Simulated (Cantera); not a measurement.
Mixture: CO : H₂ : CH₄ : O₂ : N₂ : H₂O = 1 : 0.12 : 0.87 : 5.23 : 19.7 : 0.56 (molar parts), at 3.20 bar, adiabatic and at constant pressure. Ignition delay is the time to a rise of 400 K.

Cantera simulation using GRI-Mech 3.0 (53 species, 325 reactions); the numbers are that mechanism's predictions, not measurements.

Q: What does this change do: pressure from 3.20 bar to 5.60 bar?

A: 
| quantity | before | after |
|---|---|---|
| delay at 1200 K | 2.63 ms | 1.74 ms |
| delay at 1250 K | 1.60 ms | 1.05 ms |
| delay at 1300 K | 0.988 ms | 0.648 ms |
| delay at 1350 K | 0.621 ms | 0.409 ms |
| delay at 1400 K | 0.400 ms | 0.264 ms |
| delay at 1450 K | 0.265 ms | 0.174 ms |
| apparent activation energy between 1350 and 1450 K | 140 kJ/mol | 140 kJ/mol |
